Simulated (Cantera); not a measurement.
Mixture: 18.8 % H₂, 17.1 % O₂, 64.2 % N₂, at 10.0 bar, adiabatic and at constant pressure. Ignition delay is the time to a rise of 400 K.

Cantera simulation using the H2/O2 subset of GRI-Mech 3.0, which has no nitrogen chemistry; the numbers are that mechanism's predictions, not measurements. The hydrogen kinetics of GRI-Mech 3.0 are dated; newer H2 mechanisms differ, most at raised pressure. Where the delays flatten at high temperature, the 400 K rule measures the pace of heat release, not the induction time.

### Question
Predict: delay at 1125 K; delay at 1325 K; delay at 1525 K; delay at 1725 K.

### Answer
```json
{
  "delay at 1125 K": "0.618 ms",
  "delay at 1325 K": "4.13 µs",
  "delay at 1525 K": "1.47 µs",
  "delay at 1725 K": "0.889 µs"
}
```
